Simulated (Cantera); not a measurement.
A closed system holds: 1 mol Al, 0.4 mol Cl₂, 37 mol N₂, 3.1 mol HCl, held at 100000 Pa.

Equilibrium computed with Cantera from the NASA thermochemical tables; the gas is ideal and each condensed phase is pure. Candidate condensed phases: Al, AlCl₃, AlN, NH₄Cl; 20 gas species. Rates play no part.

Problem. Which condensed phases are stable at each of these points (T (K)): 575, 600, 625, 650, 675, 700, 725, 750, 775?

Solution. 
```json
[
 {"T (K)": "575", "condensed phases": "gas only", "Al condensed (%)": "0.0"},
 {"T (K)": "600", "condensed phases": "gas only", "Al condensed (%)": "0.0"},
 {"T (K)": "625", "condensed phases": "gas only", "Al condensed (%)": "0.0"},
 {"T (K)": "650", "condensed phases": "gas only", "Al condensed (%)": "0.0"},
 {"T (K)": "675", "condensed phases": "gas only", "Al condensed (%)": "0.0"},
 {"T (K)": "700", "condensed phases": "gas only", "Al condensed (%)": "0.0"},
 {"T (K)": "725", "condensed phases": "AlN(s)", "Al condensed (%)": "0.4"},
 {"T (K)": "750", "condensed phases": "AlN(s)", "Al condensed (%)": "1.1"},
 {"T (K)": "775", "condensed phases": "AlN(s)", "Al condensed (%)": "1.5"}
]
```

From 575 K to 700 K nothing is condensed. From 725 K to 775 K the condensed part is AlN(s).
